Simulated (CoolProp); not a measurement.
A simple Rankine cycle with water: condensing at 297.15 K, boiler at 0.845 MPa, turbine inlet 595.9 K, turbine efficiency 0.65, pump efficiency 0.6, no recuperator. Each further row changes one setting.

The numbers come from the reference Helmholtz-energy equation of state, Wagner 2002 in CoolProp.

```json
[
 {"case": "as stated", "thermal efficiency (%)": "20.3", "net work (kJ/kg)": "[?]", "heat in (kJ/kg)": "3000", "turbine exit temperature (K)": "297.1", "volume ratio over the turbine": "140"},
 {"case": "turbine inlet 615.9 K", "thermal efficiency (%)": "20.5", "net work (kJ/kg)": "[?]", "heat in (kJ/kg)": "3040", "turbine exit temperature (K)": "297.1", "volume ratio over the turbine": "[?]"},
 {"case": "condensing temperature 289.15 K", "thermal efficiency (%)": "21.3", "net work (kJ/kg)": "647", "heat in (kJ/kg)": "3040", "turbine exit temperature (K)": "289.1", "volume ratio over the turbine": "222"},
 {"case": "boiler pressure 0.591 MPa", "thermal efficiency (%)": "19.3", "net work (kJ/kg)": "582", "heat in (kJ/kg)": "[?]", "turbine exit temperature (K)": "297.1", "volume ratio over the turbine": "[?]"},
 {"case": "turbine efficiency 0.55", "thermal efficiency (%)": "[?]", "net work (kJ/kg)": "517", "heat in (kJ/kg)": "3000", "turbine exit temperature (K)": "[?]", "volume ratio over the turbine": "154"}
]
```

Problem. What belongs in the gaps?

Solution. 
- as stated, net work (kJ/kg): 611
- turbine inlet 615.9 K, net work (kJ/kg): 625
- turbine inlet 615.9 K, volume ratio over the turbine: 137
- boiler pressure 0.591 MPa, heat in (kJ/kg): 3010
- boiler pressure 0.591 MPa, volume ratio over the turbine: 99.1
- turbine efficiency 0.55, thermal efficiency (%): 17.2
- turbine efficiency 0.55, turbine exit temperature (K): 318.8

The expansion ends wet for: as stated; turbine inlet 615.9 K; condensing temperature 289.15 K; boiler pressure 0.591 MPa.
